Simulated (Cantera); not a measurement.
Cantera run, input and output.

```python
import numpy as np
import cantera as ct

gas = ct.Solution("gri30.yaml")
gas.TPX = 1275, 530, {'H2': 0.37, 'O2': 1}
inlet = ct.Reservoir(gas, clone=True)

reactor = ct.IdealGasConstPressureReactor(gas, energy="off", clone=False)
exhaust = ct.Reservoir(gas, clone=True)
tau = [3.4, 1.7, 0.86, 0.43, 0.22, 0.11, 0.055, 0.028, 0.014, 0.0071, 0.0036][0]
for a, b in ((inlet, reactor), (reactor, exhaust)):
    ct.MassFlowController(a, b, mdot=lambda t: reactor.mass / tau)
net = ct.ReactorNet([reactor])
show = ['H2', 'O2', 'H', 'HO2', 'O', 'OH']

rows = []
print(f"{'tau/s':>10s}{'T/K':>9s}" + "".join(f"{s:>11s}" for s in show))
for tau in [3.4, 1.7, 0.86, 0.43, 0.22, 0.11, 0.055, 0.028, 0.014, 0.0071, 0.0036]:
    net.initial_time = 0.0
    net.advance(30 * tau)
    before = gas.X
    net.advance(40 * tau)
    drift = np.max(np.abs(gas.X - before) / (gas.X + 1e-9))
    rows.append([gas.T, *gas[show].X, drift])
    print(f"{tau:10.3e}{gas.T:9.1f}" + "".join(f"{x:11.3e}" for x in gas[show].X))
```

It prints:

```
     tau/s      T/K         H2         O2          H        HO2          O         OH
 3.400e+00   1275.0  1.306e-03  6.812e-01  1.471e-03  2.475e-06  5.325e-03  4.415e-03
 1.700e+00   1275.0  2.037e-03  6.779e-01  2.902e-03  2.928e-06  8.367e-03  5.517e-03
 8.600e-01   1275.0  3.121e-03  6.730e-01  5.594e-03  3.318e-06  1.294e-02  6.826e-03
 4.300e-01   1275.0  4.734e-03  6.653e-01  1.068e-02  3.614e-06  1.988e-02  8.382e-03
 2.200e-01   1275.0  6.882e-03  6.547e-01  1.923e-02  3.766e-06  2.941e-02  1.004e-02
 1.100e-01   1275.0  9.661e-03  6.399e-01  3.311e-02  3.763e-06  4.224e-02  1.176e-02
 5.500e-02   1275.0  1.269e-02  6.228e-01  5.125e-02  3.625e-06  5.652e-02  1.322e-02
 2.800e-02   1275.0  1.554e-02  6.079e-01  6.904e-02  3.442e-06  6.866e-02  1.426e-02
 1.400e-02   1275.0  1.863e-02  5.977e-01  8.309e-02  3.281e-06  7.652e-02  1.504e-02
 7.100e-03   1275.0  2.278e-02  5.937e-01  9.163e-02  3.172e-06  7.898e-02  1.576e-02
 3.600e-03   1275.0  2.970e-02  5.953e-01  9.577e-02  3.090e-06  7.661e-02  1.662e-02
```

Detailed kinetics in Cantera: GRI-Mech 3.0 (53 species, 325 reactions). Radical loss at walls, strong at low pressure, is not modelled. The temperature is held fixed by assumption; the heat of reaction is taken as removed at once.
